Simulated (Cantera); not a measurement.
What does this Cantera script print?

```python
import numpy as np
import cantera as ct

gas_names = [...]  # 123 gases of nasa_gas.yaml made of C, H, O, Si
cond_names = """
    C(gr) C6H6(L) C7H8(L) C8H18(L),n-octa H2O(s) H2O(L) Si(cr) Si(L) SiC(b) SiO2(Lqz) SiO2(hqz) SiO2(L)
""".split()


# ... load() reads the species with a 1 bar reference pressure and builds the phases ...
atoms = {
    'SiC': {'Si': 1, 'C': 1},
    'CO2': {'C': 1, 'O': 2},
    'H2': {'H': 2},
}
top_T = {'C(gr)': 4500, 'SiC(b)': 3050}  # K; cautious upper limits of use, not melting points


# ... equilibrate(T, P, feed) seeds the gas with the atoms and calls Mixture.equilibrate('TP', solver="vcs", rtol=1e-11, max_steps=5000) ...
results = []
T = 2150  # K
P = 13  # Pa
for m in [0.045, 0.067, 0.098, 0.14, 0.21, 0.31, 0.46, 0.68, 1, 1.5]:
    feed = {'SiC': 1, 'CO2': m, 'H2': 4.9}  # mol
    mix = equilibrate(T, P, feed)
    results.append((T, P, feed, dict(zip(mix.species_names, mix.species_moles))))

top = {s: max(r[3][s] / sum(r[3][g] for g in gas_names) for r in results) for s in gas_names}
cols = sorted((s for s in top if top[s] > 1e-05), key=lambda s: -top[s])[:6]
seen = [c for c in cond_names if any(r[3].get(c, 0) > 1e-12 for r in results)]
print("log10 of partial pressures in bar; condensed amounts in mol")
print(f"{'n(CO2)':>10s}" + "".join(f"{s[:9]:>10s}" for s in cols + seen))
for T, P, feed, n in results:
    ng = sum(n[g] for g in gas_names)
    print(f"{feed['CO2']:10.4g}" + "".join(f"{np.log10(max(n[s] / ng * P / 1e5, 1e-99)):10.3f}" for s in cols)
          + "".join(f"{n.get(c, 0):10.4g}" for c in seen))
```

Result:

```
log10 of partial pressures in bar; condensed amounts in mol
    n(CO2)        H2         H        CO        Si       SiO      SiC2     C(gr)
     0.045    -4.132    -4.441    -5.776    -4.792    -7.773    -5.894    0.7711
     0.067    -4.135    -4.443    -5.606    -4.795    -7.606    -5.897    0.7498
     0.098    -4.140    -4.445    -5.445    -4.799    -7.449    -5.901    0.7197
      0.14    -4.146    -4.448    -5.296    -4.804    -7.305    -5.906    0.6789
      0.21    -4.156    -4.453    -5.128    -4.813    -7.146    -5.915    0.6108
      0.31    -4.170    -4.460    -4.972    -4.826    -7.002    -5.927    0.5135
      0.46    -4.190    -4.470    -4.818    -4.844    -6.866    -5.945    0.3672
      0.68    -4.218    -4.484    -4.673    -4.869    -6.747    -5.970    0.1521
         1    -4.255    -4.502    -4.544    -4.874    -6.239    -6.743         0
       1.5    -4.286    -4.518    -4.466    -5.168    -5.165    -9.617         0
```

Cantera equilibrium calculation (NASA polynomials, part measured and part estimated; ideal gas, pure solids and liquids).
